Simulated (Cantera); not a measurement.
Input: 1 mol Si, 0.0061 mol O2, 140 mol N2, 0.0017 mol NH3, at 13.5 Torr.

These are equilibrium values from Cantera (NASA tables, ideal gas, pure condensed phases), not measurements of a reactor. Candidate condensed phases: H2O, Si, SiO2, Si2N2O, Si3N4; 35 gas species. Mutual solubility and eutectic melting of coexisting phases are not modelled. The numbers say what is thermodynamically allowed, not how fast it happens.

Which condensed phases are stable at each of these points (T (K)): 900, 1000, 1100, 1200, 1300, 1400, 1500, 1600, 1700?


```
T (K)      condensed phases  Si condensed (%)
-----  --------------------  ----------------
900    Si2N2O(s) + Si3N4(s)             100.0
1000   Si2N2O(s) + Si3N4(s)             100.0
1100   Si2N2O(s) + Si3N4(s)             100.0
1200   Si2N2O(s) + Si3N4(s)             100.0
1300   Si2N2O(s) + Si3N4(s)             100.0
1400   Si2N2O(s) + Si3N4(s)             100.0
1500   Si2N2O(s) + Si3N4(s)              99.9
1600               Si3N4(s)              98.8
1700               Si3N4(s)              98.7
```

From 900 K to 1500 K the condensed part is Si2N2O(s) + Si3N4(s). From 1600 K to 1700 K the condensed part is Si3N4(s).
